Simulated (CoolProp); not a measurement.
Dimethyl carbonate along the isobar 22.6 MPa: fugacity coefficient from the reference equation and from simpler models built on Tc = 557.0 K, pc = 4.909 MPa, ω = 0.346; each cubic takes its own stable root.

Values from CoolProp's reference Helmholtz-energy equation of state, Zhou 2011.

```json
[
 {"T (K)": "310.7", "phase": "liquid", "reference": "0.001241", "van der Waals": "0.03967", "Redlich-Kwong": "0.004623", "Peng-Robinson": "0.001238"},
 {"T (K)": "329.7", "phase": "liquid", "reference": "0.002732", "van der Waals": "0.05248", "Redlich-Kwong": "0.008603", "Peng-Robinson": "0.002705"},
 {"T (K)": "348.8", "phase": "liquid", "reference": "0.005424", "van der Waals": "0.06735", "Redlich-Kwong": "0.01470", "Peng-Robinson": "0.005353"},
 {"T (K)": "367.8", "phase": "liquid", "reference": "0.009823", "van der Waals": "0.08403", "Redlich-Kwong": "0.02328", "Peng-Robinson": "0.009689"},
 {"T (K)": "386.8", "phase": "liquid", "reference": "0.01652", "van der Waals": "0.1025", "Redlich-Kwong": "0.03474", "Peng-Robinson": "0.01631"},
 {"T (K)": "405.9", "phase": "liquid", "reference": "0.02616", "van der Waals": "0.1226", "Redlich-Kwong": "0.04938", "Peng-Robinson": "0.02588"},
 {"T (K)": "424.9", "phase": "liquid", "reference": "0.03916", "van der Waals": "0.1442", "Redlich-Kwong": "0.06715", "Peng-Robinson": "0.03884"},
 {"T (K)": "443.9", "phase": "liquid", "reference": "0.05600", "van der Waals": "0.1669", "Redlich-Kwong": "0.08809", "Peng-Robinson": "0.05570"},
 {"T (K)": "462.9", "phase": "liquid", "reference": "0.07696", "van der Waals": "0.1908", "Redlich-Kwong": "0.1120", "Peng-Robinson": "0.07673"},
 {"T (K)": "482", "phase": "liquid", "reference": "0.1023", "van der Waals": "0.2157", "Redlich-Kwong": "0.1389", "Peng-Robinson": "0.1022"},
 {"T (K)": "501", "phase": "liquid", "reference": "0.1317", "van der Waals": "0.2412", "Redlich-Kwong": "0.1681", "Peng-Robinson": "0.1318"},
 {"T (K)": "520", "phase": "liquid", "reference": "0.1651", "van der Waals": "0.2673", "Redlich-Kwong": "0.1994", "Peng-Robinson": "0.1654"},
 {"T (K)": "539.1", "phase": "liquid", "reference": "0.2023", "van der Waals": "0.2939", "Redlich-Kwong": "0.2324", "Peng-Robinson": "0.2027"},
 {"T (K)": "558.1", "phase": "supercritical", "reference": "0.2424", "van der Waals": "0.3206", "Redlich-Kwong": "0.2666", "Peng-Robinson": "0.2428"}
]
```
